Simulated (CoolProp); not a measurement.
Vapour-liquid equilibrium of propylene (1) + R22 (2) at 271.2 K; x and y are mole fractions of (1).

The numbers come from the multi-fluid Helmholtz-energy mixture model, Lemmon 2013 and Kamei 1995; pair parameters Bell 2016 in CoolProp.

**Question.** Give the bubble pressure and the first vapour's composition at x = 0.05, 0.5, 0.95. Is there an azeotrope?

**Answer.** x = 0.05: 481.0 kPa, y = 0.074; x = 0.5: 553.2 kPa, y = 0.536; x = 0.95: 555.3 kPa, y = 0.944. y crosses x between x = 0.65 and 0.8: the model has an azeotrope there.

Pair parameters are fitted to limited data, so mixtures are less certain than the pure fluids.
